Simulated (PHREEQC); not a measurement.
0.32 g of hydrous ferric oxide (600 m²/g; 0.2 weak and 0.005 strong sites per Fe, Dzombak-Morel constants, diffuse double layer) in 1 kg of water with 0.001 mol/kgw of an inert sodium salt and 0.00072 mol H3BO3 and 0.00027 mol CaCl2, at 25 °C; the pH is set by adding NaOH or the inert anion's acid. Oxygen is held at 0.21 atm. The system is closed to CO2. Precipitation was switched off in this run.

Computed with PHREEQC (ion-association model, wateq4f.dat).

```json
[
 {"pH": "4", "B sorbed (%)": "0.2", "Ca sorbed (%)": "0.0", "surface charge σ (C/m²)": "0.141", "surface potential ψ (mV)": "204"},
 {"pH": "4.5", "B sorbed (%)": "0.2", "Ca sorbed (%)": "0.0", "surface charge σ (C/m²)": "0.096", "surface potential ψ (mV)": "186"},
 {"pH": "5", "B sorbed (%)": "0.2", "Ca sorbed (%)": "0.0", "surface charge σ (C/m²)": "0.064", "surface potential ψ (mV)": "165"},
 {"pH": "5.5", "B sorbed (%)": "0.2", "Ca sorbed (%)": "0.0", "surface charge σ (C/m²)": "0.040", "surface potential ψ (mV)": "142"},
 {"pH": "6", "B sorbed (%)": "0.2", "Ca sorbed (%)": "0.0", "surface charge σ (C/m²)": "0.024", "surface potential ψ (mV)": "118"},
 {"pH": "6.5", "B sorbed (%)": "0.2", "Ca sorbed (%)": "0.1", "surface charge σ (C/m²)": "0.014", "surface potential ψ (mV)": "91"},
 {"pH": "7", "B sorbed (%)": "0.2", "Ca sorbed (%)": "0.7", "surface charge σ (C/m²)": "0.008", "surface potential ψ (mV)": "64"},
 {"pH": "7.5", "B sorbed (%)": "0.2", "Ca sorbed (%)": "3.5", "surface charge σ (C/m²)": "0.004", "surface potential ψ (mV)": "38"},
 {"pH": "8", "B sorbed (%)": "0.2", "Ca sorbed (%)": "9.2", "surface charge σ (C/m²)": "0.001", "surface potential ψ (mV)": "12"},
 {"pH": "8.5", "B sorbed (%)": "0.2", "Ca sorbed (%)": "25.5", "surface charge σ (C/m²)": "-0.001", "surface potential ψ (mV)": "-9"},
 {"pH": "9", "B sorbed (%)": "0.1", "Ca sorbed (%)": "54.8", "surface charge σ (C/m²)": "-0.002", "surface potential ψ (mV)": "-22"},
 {"pH": "9.5", "B sorbed (%)": "0.0", "Ca sorbed (%)": "80.5", "surface charge σ (C/m²)": "-0.004", "surface potential ψ (mV)": "-35"},
 {"pH": "10", "B sorbed (%)": "0.0", "Ca sorbed (%)": "94.7", "surface charge σ (C/m²)": "-0.007", "surface potential ψ (mV)": "-52"},
 {"pH": "10.5", "B sorbed (%)": "0.0", "Ca sorbed (%)": "99.1", "surface charge σ (C/m²)": "-0.012", "surface potential ψ (mV)": "-75"},
 {"pH": "11", "B sorbed (%)": "0.0", "Ca sorbed (%)": "99.9", "surface charge σ (C/m²)": "-0.023", "surface potential ψ (mV)": "-99"},
 {"pH": "11.5", "B sorbed (%)": "0.0", "Ca sorbed (%)": "100.0", "surface charge σ (C/m²)": "-0.043", "surface potential ψ (mV)": "-117"},
 {"pH": "12", "B sorbed (%)": "0.0", "Ca sorbed (%)": "100.0", "surface charge σ (C/m²)": "-0.072", "surface potential ψ (mV)": "-121"}
]
```
